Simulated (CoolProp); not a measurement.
Vapour-liquid equilibrium of dimethyl ether (1) + R236FA (2) at 290.4 K; x and y are mole fractions of (1).

The numbers come from the multi-fluid Helmholtz-energy mixture model, Wu 2011 and Pan 2012; pair parameters Bell 2016 in CoolProp.

```json
[
 {"x": "0.05", "bubble pressure (kPa)": "209.8", "y at the bubble point": "?", "dew pressure at overall composition x (kPa)": "209.5", "liquid density (mol/L)": "9.324"},
 {"x": "0.125", "bubble pressure (kPa)": "213.2", "y at the bubble point": "0.149", "dew pressure at overall composition x (kPa)": "212.2", "liquid density (mol/L)": "9.649"},
 {"x": "0.2", "bubble pressure (kPa)": "218.6", "y at the bubble point": "0.249", "dew pressure at overall composition x (kPa)": "215.7", "liquid density (mol/L)": "?"},
 {"x": "0.275", "bubble pressure (kPa)": "226.4", "y at the bubble point": "0.354", "dew pressure at overall composition x (kPa)": "220.3", "liquid density (mol/L)": "10.34"},
 {"x": "0.35", "bubble pressure (kPa)": "237.1", "y at the bubble point": "0.461", "dew pressure at overall composition x (kPa)": "226.0", "liquid density (mol/L)": "?"},
 {"x": "0.425", "bubble pressure (kPa)": "251.4", "y at the bubble point": "?", "dew pressure at overall composition x (kPa)": "233.1", "liquid density (mol/L)": "11.09"},
 {"x": "0.5", "bubble pressure (kPa)": "269.5", "y at the bubble point": "0.663", "dew pressure at overall composition x (kPa)": "241.9", "liquid density (mol/L)": "11.50"},
 {"x": "0.575", "bubble pressure (kPa)": "?", "y at the bubble point": "0.750", "dew pressure at overall composition x (kPa)": "252.9", "liquid density (mol/L)": "11.91"},
 {"x": "0.65", "bubble pressure (kPa)": "317.9", "y at the bubble point": "0.823", "dew pressure at overall composition x (kPa)": "266.7", "liquid density (mol/L)": "12.35"},
 {"x": "0.725", "bubble pressure (kPa)": "347.6", "y at the bubble point": "0.883", "dew pressure at overall composition x (kPa)": "284.6", "liquid density (mol/L)": "12.80"},
 {"x": "0.8", "bubble pressure (kPa)": "379.9", "y at the bubble point": "0.929", "dew pressure at overall composition x (kPa)": "308.7", "liquid density (mol/L)": "13.27"},
 {"x": "0.875", "bubble pressure (kPa)": "413.7", "y at the bubble point": "0.963", "dew pressure at overall composition x (kPa)": "343.1", "liquid density (mol/L)": "13.76"},
 {"x": "0.95", "bubble pressure (kPa)": "447.4", "y at the bubble point": "0.988", "dew pressure at overall composition x (kPa)": "399.3", "liquid density (mol/L)": "14.28"}
]
```

Task: Complete the blanks.

Result: 
- 0.05, y at the bubble point: 0.057
- 0.2, liquid density (mol/L): 9.988
- 0.35, liquid density (mol/L): 10.71
- 0.425, y at the bubble point: 0.566
- 0.575, bubble pressure (kPa): 291.7

No azeotrope shows between x = 0.05 and 0.95.

The pair parameters rest on a limited set of measurements; away from them the model extrapolates.
